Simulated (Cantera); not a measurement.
Input (Python, Cantera) and output of one run.

```python
import numpy as np
import cantera as ct

gas_names = """
    CL CL2 N N2 Si SiCL SiCL2 SiCL3 SiCL4 SiN Si2 Si2N Si3
""".split()
cond_names = """
    Si(cr) Si(L) Si3N4(a)
""".split()


# ... load() reads the species with a 1 bar reference pressure and builds the phases ...
atoms = {
    'SiCl4': {'Si': 1, 'CL': 4},
    'N2': {'N': 2},
}
top_T = {'Si3N4(a)': 2400}  # K; cautious upper limits of use, not melting points


# ... equilibrate(T, P, feed) seeds the gas with the atoms and calls Mixture.equilibrate('TP', solver="vcs", rtol=1e-11, max_steps=5000) ...
results = []
feed = {'SiCl4': 1, 'N2': 32}  # mol
T = 1900  # K
P = 97000  # Pa
mix = equilibrate(T, P, feed)
results.append((T, P, feed, dict(zip(mix.species_names, mix.species_moles))))
print(gas.report(threshold=1e-06))
for i in range(1, mix.n_phases):
    print(f"{mix.phase(i).name:16s} {mix.phase_moles(i):12.5e} mol")
```

Result:

```
       temperature   1900 K
          pressure   97000 Pa
           density   0.197 kg/m^3
  mean mol. weight   32.083 kg/kmol
   phase of matter   gas

                          1 kg             1 kmol
                     ---------------   ---------------
          enthalpy        1.1968e+06        3.8396e+07  J
   internal energy        7.0437e+05        2.2598e+07  J
           entropy            8088.3         2.595e+05  J/K
    Gibbs function       -1.4171e+07       -4.5465e+08  J
 heat capacity c_p            1174.8             37691  J/K
 heat capacity c_v            915.63             29376  J/K

                      mass frac. Y      mole frac. X     chem. pot. / RT
                     ---------------   ---------------   ---------------
                CL         0.0076564         0.0069292           -19.909
               CL2        0.00042256        0.00019121           -39.819
                N2           0.84068           0.96279           -26.837
             SiCL2         0.0039298         0.0012737           -57.936
             SiCL3          0.019963         0.0047641           -77.846
             SiCL4           0.12735          0.024049           -97.755
     [   +7 minor]         5.182e-08        2.6352e-08

Si(L)             0.00000e+00 mol
Si3N4(a)          0.00000e+00 mol
```

These are equilibrium values from Cantera (NASA tables, ideal gas, pure condensed phases), not measurements of a reactor. The tables' values for SiCl3 are old estimates; treat these amounts as uncertain.
